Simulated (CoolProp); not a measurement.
Model: reference Helmholtz-energy equation of state, Leachman 2009, in CoolProp.

Task: For normal hydrogen, give the phase and the speed of sound (m/s) at 79.4 K and 0.589 bar; 79.4 K and 2.95 bar.

Result: 
- 79.4 K and 0.589 bar: gas; speed of sound 731
- 79.4 K and 2.95 bar: gas; speed of sound 732
